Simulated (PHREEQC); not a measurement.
A solution holds 3.1 mmol/kgw Sr(OH)2 and 4.5 mmol/kgw LiNO3, at 15 °C and 300 atm. Closed to the air; pH follows from the charge balance.

Equilibrium calculation in PHREEQC: ion-association model, phreeqc.dat.

```json
[
 {"quantity": "pH", "before": "11.96", "after": "11.00"},
 {"quantity": "SrOH+ (mol/kgw)", "before": "0.000106", "after": "1.47e-6"}
]
```

Q: Which change was made?
A) temperature from 15 to 45 °C
B) Sr(OH)2 replaced by SrBr2 at the same molality
C) LiNO3 left out
D) diluted 10-fold with water
E) LiNO3 from 0.0045 to 0.00405 mol/kgw

A: D, diluted 10-fold with water

This is a speciation only: nothing precipitates in the calculation. Under pressure, the constants of complexes without a molar volume in the database are unreliable.
